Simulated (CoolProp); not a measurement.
CF4 (R14) along the isotherm -56.55 °C: fugacity coefficient from the reference equation and from simpler models built on Tc = -45.8 °C, pc = 3762 kPa, ω = 0.178; each cubic takes its own stable root.

The numbers come from the reference Helmholtz-energy equation of state, Platzer 1990 in CoolProp. This equation is an older, rougher fit; its heat capacities, sound speeds and derivatives of the liquid may be far off and weren't checked against measurements.

| p (kPa) | phase | reference |
|---|---|---|
| 5370 | liquid | 0.4071 |
| 8060 | liquid | 0.3031 |
| 10700 | liquid | 0.2537 |
| 13400 | liquid | 0.2249 |
| 16100 | liquid | 0.2074 |
| 18800 | liquid | 0.1964 |
| 21500 | liquid | 0.1896 |
| 24200 | liquid | 0.1857 |
| 26900 | liquid | 0.1840 |
| 29600 | liquid | 0.1839 |
| 32200 | liquid | 0.1851 |
| 34900 | liquid | 0.1875 |
| 37600 | liquid | 0.1909 |

### Question
How far does each simpler model (Soave-Redlich-Kwong, Peng-Robinson) lie from the reference over these 13 states: mean and median of the absolute difference, and the worst?

### Answer
- Soave-Redlich-Kwong: mean 4.3 %, median 4.7 %, worst +4.9 % at -56.55 °C and 26900 kPa
- Peng-Robinson: mean 6.6 %, median 6.4 %, worst -11.8 % at -56.55 °C and 37600 kPa
